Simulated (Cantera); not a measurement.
## Carbon deposition, reforming and gasification: CH₃OH + CO₂ + H₂O

A closed system holds: 1 mol CH₃OH, 0.13 mol CO₂, 0.28 mol H₂O, equilibrated at 2600 °C and 0.000400 bar.

Equilibrium computed with Cantera from the NASA thermochemical tables; the gas is ideal and each condensed phase is pure. Candidate condensed phases: C, C₆H₆, C₇H₈, C₈H₁₈, H₂O; 110 gas species. The numbers say what is thermodynamically allowed, not how fast it happens.

| Property | Value |
|---|---|
| x(H) | 0.723 |
| x(CO) | 0.189 |
| x(O) | 0.0648 |
| x(H₂) | 0.0190 |
| x(OH) | 0.00273 |
| x(CO₂) | 0.000334 |
| x(O₂) | 0.000325 |
| x(H₂O) | 0.000238 |
| gas amount | 5.964 mol |
| log10 activity of C(graphite) (absent) | -7.18 |
